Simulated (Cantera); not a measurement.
# Halide evaporation, hydrolysis and transport: NaCl + HCl + H2

Charge: 1 mol NaCl, 0.024 mol HCl, 0.25 mol H2, held at 1.00 bar.

Method: chemical equilibrium by Gibbs-energy minimisation in Cantera with the NASA 1993 tables (ideal gas, pure condensed phases). Candidate condensed phases: Na, NaCl; 10 gas species. Kinetics and transport are ignored.

```json
[
 {"T (K)": "800", "log p H2": "-0.04", "log p HCl": "-1.06", "log p NaCl": "-7.07", "log p Na2Cl2": "-7.73", "log p Na": "<-12", "log p H": "-11.56", "log p Cl": "<-12", "n NaCl(s)": "1.00", "n NaCl(l)": "0"},
 {"T (K)": "900", "log p H2": "-0.04", "log p HCl": "-1.06", "log p NaCl": "-5.47", "log p Na2Cl2": "-5.99", "log p Na": "<-12", "log p H": "-9.95", "log p Cl": "-10.98", "n NaCl(s)": "1.000", "n NaCl(l)": "0"},
 {"T (K)": "1000", "log p H2": "-0.04", "log p HCl": "-1.06", "log p NaCl": "-4.21", "log p Na2Cl2": "-4.62", "log p Na": "-11.09", "log p H": "-8.66", "log p Cl": "-9.71", "n NaCl(s)": "1.000", "n NaCl(l)": "0"},
 {"T (K)": "1100", "log p H2": "-0.04", "log p HCl": "-1.06", "log p NaCl": "-3.23", "log p Na2Cl2": "-3.59", "log p Na": "-9.17", "log p H": "-7.61", "log p Cl": "-8.67", "n NaCl(s)": "0", "n NaCl(l)": "1.000"},
 {"T (K)": "1200", "log p H2": "-0.04", "log p HCl": "-1.06", "log p NaCl": "-2.50", "log p Na2Cl2": "-2.91", "log p Na": "-7.68", "log p H": "-6.73", "log p Cl": "-7.81", "n NaCl(s)": "0", "n NaCl(l)": "0.998"},
 {"T (K)": "1300", "log p H2": "-0.05", "log p HCl": "-1.06", "log p NaCl": "-1.90", "log p Na2Cl2": "-2.37", "log p Na": "-6.41", "log p H": "-5.98", "log p Cl": "-7.07", "n NaCl(s)": "0", "n NaCl(l)": "0.994"},
 {"T (K)": "1400", "log p H2": "-0.06", "log p HCl": "-1.08", "log p NaCl": "-1.39", "log p Na2Cl2": "-1.91", "log p Na": "-5.34", "log p H": "-5.34", "log p Cl": "-6.45", "n NaCl(s)": "0", "n NaCl(l)": "0.981"}
]
```
log p: log10 of the partial pressure in bar; n: condensed amount in mol.

From 800 K to 1000 K the condensed part is NaCl(s). From 1100 K to 1400 K the condensed part is NaCl(l). The main Na-bearing gas is NaCl throughout.
